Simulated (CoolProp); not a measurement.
Computed with CoolProp (reference Helmholtz-energy equation of state, Schmidt 1985). Above 300 K oxygen's equation is extrapolated.

Task: For oxygen, give the phase and the cp (kJ/(kg K)), viscosity (µPa s) at 702.9 K and 0.617 bar; 955.1 K and 19.9 bar; 585.2 K and 56.4 bar.

Result: 
- 702.9 K and 0.617 bar: gas; cp 1.03, viscosity 38.8
- 955.1 K and 19.9 bar: gas; cp 1.09, viscosity 47.8
- 585.2 K and 56.4 bar: supercritical; cp 1.02, viscosity 34.9

Viscosity comes from a separate model (Lemmon 2004).
